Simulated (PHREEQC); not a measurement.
Consider water at 25 °C with 0.016 mol H3PO4 and 4.9e-05 mol Ca(NO3)2 per kg of water. Closed to the air; pH follows from the charge balance.

Equilibrium calculation in PHREEQC: ion-association model, phreeqc.dat.

| quantity | before | after |
|---|---|---|
| pH | 2.13 | 1.94 |
| ionic strength (mol/kgw) | 0.00817 | 0.0129 |
| H2PO4- (mol/kgw) | 0.00803 | 0.0127 |
| H3PO4 (mol/kgw) | 0.00796 | 0.0193 |
| Ca+2 (mol/kgw) | 4.29e-5 | 4.05e-5 |
| CaH2PO4+ (mol/kgw) | 6.11e-6 | 8.46e-6 |
| SI of Hydroxyapatite (Ca5(PO4)3OH) | -32.32 | -33.39 |

Problem. Name the change that produced these shifts.
A. H3PO4 from 0.016 to 0.0032 mol/kgw
B. H3PO4 from 0.016 to 0.032 mol/kgw
C. Ca(NO3)2 from 4.9e-05 to 0.00049 mol/kgw
D. temperature from 25 to 60 °C

Solution. B, H3PO4 from 0.016 to 0.032 mol/kgw

No solid was allowed to form.
